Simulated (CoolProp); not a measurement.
1000 sccm (0 °C, 1 atm) of nitrogen bubbles through liquid n-perfluorohexane at 302.8 K and leaves saturated at a total pressure of 0.15 MPa (ideal gas phase). Each further row changes one setting.

The numbers come from the reference Helmholtz-energy equation of state, Gao 2022 in CoolProp.

```json
[
 {"case": "as stated", "vapour pressure (kPa)": "35.9", "mole fraction of vapour": "___", "delivery (mg/min)": "___", "delivery (sccm)": "___", "change of delivery for a bath 1 K warmer (%)": "5.7"},
 {"case": "bath temperature 307.8 K", "vapour pressure (kPa)": "44.1", "mole fraction of vapour": "___", "delivery (mg/min)": "6290", "delivery (sccm)": "417", "change of delivery for a bath 1 K warmer (%)": "___"},
 {"case": "total pressure 0.3 MPa", "vapour pressure (kPa)": "35.9", "mole fraction of vapour": "___", "delivery (mg/min)": "___", "delivery (sccm)": "136", "change of delivery for a bath 1 K warmer (%)": "4.9"}
]
```

Task: What belongs in the gaps?

Result: 
- as stated, mole fraction of vapour: 0.239
- as stated, delivery (mg/min): 4750
- as stated, delivery (sccm): 315
- bath temperature 307.8 K, mole fraction of vapour: 0.294
- bath temperature 307.8 K, change of delivery for a bath 1 K warmer (%): 5.9
- total pressure 0.3 MPa, mole fraction of vapour: 0.120
- total pressure 0.3 MPa, delivery (mg/min): 2050
